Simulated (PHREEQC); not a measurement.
## Hard or scaling water

Solution (25 °C): 0.15 mmol/kgw CaSO4, 0.73 mmol/kgw NaF and 0.011 mmol/kgw H4SiO4. Closed to the air; pH follows from the charge balance.

Model: ion-association model, phreeqc.dat, run in PHREEQC.

Precipitation was switched off in this run.

**Question.** Predict the pH, specific conductance.

**Answer.** pH 7.12; specific conductance 113 µS/cm.

**Question.** In which forms is Ca present?

**Answer.** Ca+2 98 %, CaSO4 1.9 % of the Ca.

The solution is supersaturated, for example in Fluorite, so a real one may precipitate; this is no full list. Species that the database lacks are ignored. SiF6-2 is the database's only silicon fluoride.
